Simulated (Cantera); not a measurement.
A closed system holds: 1 mol PbO, 0.43 mol CH4, 0.23 mol CO, held at 4.50 bar.

Cantera equilibrium calculation (NASA polynomials, part measured and part estimated; ideal gas, pure solids and liquids). Candidate condensed phases: C, C6H6, C7H8, C8H18, H2O, Pb, PbO, PbO2, Pb3O4; 113 gas species. Gases not in the tables: (PbO)n polymers. Equilibrium is a limit: real reactors are often held back by kinetics, nucleation or transport.

Which condensed phases are stable at each of these points (T (°C)): 700, 850, 1000, 1150, 1300, 1450, 1600, 1750, 1900, 2050, 2200?


```csv
T (°C),condensed phases,Pb condensed (%)
700,Pb(l),100.0
850,Pb(l),100.0
1000,Pb(l),99.9
1150,Pb(l),99.6
1300,Pb(l),98.4
1450,Pb(l),94.4
1600,Pb(l),83.7
1750,Pb(l),55.4
1900,gas only,0.0
2050,gas only,0.0
2200,gas only,0.0
```

From 700 °C to 1750 °C the condensed part is Pb(l). From 1900 °C to 2200 °C nothing is condensed.
